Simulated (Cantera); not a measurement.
Charge: 1 mol Si₃N₄, 0.53 mol H₂O, 70 mol N₂, at 1048 K and 1.00 bar.

These are equilibrium values from Cantera (NASA tables, ideal gas, pure condensed phases), not measurements of a reactor. Candidate condensed phases: H₂O, Si, SiO₂, Si₂N₂O, Si₃N₄; 35 gas species. Mutual solubility and eutectic melting of coexisting phases are not modelled. Rates play no part.

### Question
What is the equilibrium state?

### Answer
```json
{
 "x(N₂)": "0.993",
 "x(H₂)": "0.00750",
 "n(Si₂N₂O(s))": "0.530 mol",
 "n(Si₃N₄(s))": "0.647 mol",
 "gas_amount": "70.71 mol",
 "log10 activity of Si(s) (absent)": "-6.59"
}
```
